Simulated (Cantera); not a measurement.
Cantera run, input and output.

```python
import numpy as np
import cantera as ct

gas = ct.Solution("h2o2.yaml")
gas.TPX = 350, 500000, {'H2': 1, 'O2': 1.14, 'N2': 4.27}
inlet = ct.Reservoir(gas, clone=True)
gas.equilibrate("HP")  # start burning
reactor = ct.IdealGasConstPressureReactor(gas, energy="on", clone=False)
exhaust = ct.Reservoir(gas, clone=True)
tau = [0.16, 0.067, 0.029, 0.013, 0.0054, 0.0023, 0.001, 0.00043, 0.00019, 8.1e-05][0]
for a, b in ((inlet, reactor), (reactor, exhaust)):
    ct.MassFlowController(a, b, mdot=lambda t: reactor.mass / tau)
net = ct.ReactorNet([reactor])
show = ['H2', 'O2', 'H', 'OH', 'O']

rows = []
print(f"{'tau/s':>10s}{'T/K':>9s}" + "".join(f"{s:>11s}" for s in show))
for tau in [0.16, 0.067, 0.029, 0.013, 0.0054, 0.0023, 0.001, 0.00043, 0.00019, 8.1e-05]:
    net.initial_time = 0.0
    net.advance(30 * tau)
    before = gas.X
    net.advance(40 * tau)
    drift = np.max(np.abs(gas.X - before) / (gas.X + 1e-9))
    rows.append([gas.T, *gas[show].X, drift])
    print(f"{tau:10.3e}{gas.T:9.1f}" + "".join(f"{x:11.3e}" for x in gas[show].X))
```

Result:

```
     tau/s      T/K         H2         O2          H         OH          O
 1.600e-01   1559.4  3.651e-05  1.082e-01  3.836e-07  2.177e-04  7.499e-06
 6.700e-02   1558.8  6.682e-05  1.082e-01  8.715e-07  2.790e-04  1.280e-05
 2.900e-02   1558.1  1.190e-04  1.082e-01  1.950e-06  3.570e-04  2.191e-05
 1.300e-02   1556.9  2.063e-04  1.082e-01  4.254e-06  4.535e-04  3.727e-05
 5.400e-03   1554.9  3.761e-04  1.082e-01  1.005e-05  5.898e-04  6.751e-05
 2.300e-03   1551.6  6.723e-04  1.083e-01  2.321e-05  7.601e-04  1.210e-04
 1.000e-03   1546.3  1.182e-03  1.084e-01  5.235e-05  9.703e-04  2.136e-04
 4.300e-04   1537.2  2.092e-03  1.086e-01  1.184e-04  1.235e-03  3.748e-04
 1.900e-04   1522.2  3.647e-03  1.091e-01  2.564e-04  1.541e-03  6.273e-04
 8.100e-05   1494.5  6.677e-03  1.102e-01  5.563e-04  1.877e-03  1.008e-03
```

Detailed kinetics in Cantera: the H2/O2 subset of GRI-Mech 3.0, which has no nitrogen chemistry. The hydrogen kinetics of GRI-Mech 3.0 are dated; newer H2 mechanisms differ, most at raised pressure.
